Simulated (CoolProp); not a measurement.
A closed Brayton cycle with carbon dioxide: compressor inlet 331.15 K and 7.9 MPa, high pressure 20.3 MPa, turbine inlet 725 K, compressor efficiency 0.8, turbine efficiency 0.85, recuperator effectiveness 0.9 (on enthalpy, no pinch check). Each further row changes one setting.

Model: reference Helmholtz-energy equation of state, Span 1996, in CoolProp.

```tsv
case	thermal efficiency (%)	net work (kJ/kg)	compressor to turbine work	compressor exit (K)	turbine exit (K)
as stated	23.7	44.5	0.56	417.3	625.7
turbine inlet 675 K	20.7	36.1	0.61	417.3	579.3
compressor inlet 341.15 K	21.7	39.1	0.61	431.6	625.7
high pressure 17.3 MPa	23.5	39.7	0.53	402.1	642.2
recuperator effectiveness 0.5	15.7	44.5	0.56	417.3	625.7
```
